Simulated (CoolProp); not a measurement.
Vapour-liquid equilibrium of diethyl ether (1) + acetone (2) at 1210 kPa; x and y are mole fractions of (1).

Model: multi-fluid Helmholtz-energy mixture model, Thol 2014 and Lemmon 2006; pair parameters Bell 2016, in CoolProp.

Problem. Give the bubble temperature and the first vapour's composition at x = 0.35, 0.725, 0.8. Is there an azeotrope?

Solution. x = 0.35: 411.8 K, y = 0.464; x = 0.725: 403.7 K, y = 0.768; x = 0.8: 402.9 K, y = 0.824. No azeotrope shows between x = 0.05 and 0.95.

Pair parameters are fitted to limited data, so mixtures are less certain than the pure fluids.
